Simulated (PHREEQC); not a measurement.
Make-up at 25 °C: 1.2 mol/kgw H2SO4 and 0.001 mol/kgw KCl. Closed to the air; pH follows from the charge balance.

Equilibrium calculation in PHREEQC: Pitzer model, pitzer.dat.

| quantity | before | after |
|---|---|---|
| pH | -0.22 | 0.20 |
| SO4-2 (mol/kgw) | 0.290 | 0.134 |

Name the change that produced these shifts.
A) diluted 100-fold with water
B) diluted 2-fold with water
C) 0.99 mol/kgw NaCl added
D) KCl replaced by BaCl2 at the same molality

B, diluted 2-fold with water

This is a speciation only: nothing precipitates in the calculation. In brines, pH and single-ion activities rest on the MacInnes convention.
